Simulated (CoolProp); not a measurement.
A simple Rankine cycle with R1336mzz(Z): condensing at 333.15 K, boiler at 2.04 MPa, turbine inlet 429.6 K, turbine efficiency 0.9, pump efficiency 0.7, no recuperator. Each further row changes one setting.

Model: reference Helmholtz-energy equation of state, McLinden 2020, in CoolProp.

| case | thermal efficiency (%) | net work (kJ/kg) | heat in (kJ/kg) | turbine exit temperature (K) | volume ratio over the turbine |
|---|---|---|---|---|---|
| as stated | 13.4 | 29.0 | 216 | 369.1 | 11.1 |
| turbine inlet 449.6 K | 13.3 | 32.6 | 245 | 394.1 | 9.88 |
| condensing temperature 325.15 K | 14.5 | 32.8 | 226 | 364.2 | 14.3 |
| boiler pressure 1.43 MPa | 11.8 | 27.2 | 231 | 385.9 | 6.53 |
| turbine efficiency 0.8 | 11.8 | 25.6 | 216 | 372.6 | 11.3 |
